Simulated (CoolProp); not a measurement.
Vapour-liquid equilibrium of dimethyl carbonate (1) + n-heptane (2) at 16.5 bar; x and y are mole fractions of (1).

The numbers come from the multi-fluid Helmholtz-energy mixture model, Zhou 2011 and Span 2003; pair parameters Bell 2016 in CoolProp.

```tsv
x	bubble temperature (K)	y at the bubble point	dew temperature at overall composition x (K)	liquid density (mol/L)
0.05	500.6	0.087	502.6	4.515
0.15	492.7	0.237	497.2	4.822
0.25	487.0	0.355	492.0	5.123
0.35	483.1	0.448	487.3	5.435
0.45	480.5	0.526	483.1	5.772
0.55	479.0	0.595	479.9	6.150
0.65	478.3	0.660	478.4	6.579
0.75	478.5	0.730	478.7	7.066
0.85	479.7	0.813	480.6	7.614
0.95	482.6	0.925	483.4	8.218
```

y crosses x between x = 0.65 and 0.75: the model has an azeotrope there.

Pair parameters are fitted to limited data, so mixtures are less certain than the pure fluids.
